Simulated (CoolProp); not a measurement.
Values from CoolProp's reference Helmholtz-energy equation of state, Span 1996.

**Question.** For carbon dioxide, give the phase and the cv (kJ/(kg K)), viscosity (µPa s), conductivity (mW/(m K)) at 38.35 °C and 1.01 bar.

**Answer.** 
- 38.35 °C and 1.01 bar: gas; cv 0.671, viscosity 15.6, conductivity 17.7

Viscosity comes from a separate model (Laesecke 2017). Thermal conductivity comes from a separate model (Huber 2016).
